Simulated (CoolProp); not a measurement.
Saturation properties of R1233zd(E) (Tc = 438.9 K, pc = 35.83 bar, ω = 0.304).

Values from CoolProp's reference Helmholtz-energy equation of state, Akasaka 2022.

```tsv
T (K)	p (bar)	liquid density (kg/m³)	liquid cp (kJ/(kg K))
294.4	1.138	1272	1.178
302.2	1.503	1253	1.195
309.9	…	1234	1.212
317.6	2.485	1214	1.230
325.3	3.131	1194	1.248
333	…	1173	1.269
340.8	4.814	1152	1.290
348.5	5.869	1129	…
356.2	7.090	1106	1.340
363.9	8.492	1081	1.368
371.6	10.09	…	1.401
379.4	11.94	1027	1.441
387.1	13.99	997.6	1.488
```

Question: Some entries are withheld; supply them.

Answer: 
- 309.9, p (bar): 1.946
- 333, p (bar): 3.899
- 348.5, liquid cp (kJ/(kg K)): 1.314
- 371.6, liquid density (kg/m³): 1055

It boils at 291.3 K under 1 atm.
